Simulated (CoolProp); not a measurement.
A single-stage vapour-compression cycle with fluoroethane (R161): evaporating at 207.15 K (dew point), condensing at 258.15 K (bubble point), superheat 5 K, subcooling 8 K, compressor efficiency 0.85, no pressure losses. Each further row changes one setting.

Computed with CoolProp (reference Helmholtz-energy equation of state, Wu 2012).

| case | cooling COP | pressure ratio | discharge temperature (K) | refrigerating effect (kJ/kg) | volumetric capacity (kJ/m³) |
|---|---|---|---|---|---|
| as stated | 2.94 | 11.6 | 326.1 | 375 | 229 |
| evaporating temperature 212.15 K | 3.42 | 8.58 | 317.6 | 379 | 307 |
| condensing temperature 253.15 K | 3.32 | 9.58 | 316.7 | 385 | 236 |
| subcooling 13 K | 3.02 | 11.6 | 326.1 | 385 | 236 |
| superheat 15 K | 2.90 | 11.6 | 337.5 | 385 | 225 |
| compressor efficiency 0.75 | 2.60 | 11.6 | 338.3 | 375 | 229 |
